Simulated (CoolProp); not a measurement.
Properties of R1123 along the isobar 5750 kPa.

Values from CoolProp's reference Helmholtz-energy equation of state, Akasaka 2020.

```csv
T (K),phase,cv (kJ/(kg K)),expansivity (1/kK),fugacity coefficient
305.3,liquid,0.8762,5.565,0.3647
327.1,liquid,0.9246,11.47,0.5131
348.9,supercritical,1.013,41.00,0.6457
370.8,supercritical,0.9499,11.41,0.7196
392.6,supercritical,0.9435,7.137,0.7725
414.5,supercritical,0.9533,5.372,0.8142
436.3,supercritical,0.9695,4.391,0.8477
458.2,supercritical,0.9887,3.751,0.8754
480,supercritical,1.009,3.300,0.8984
```
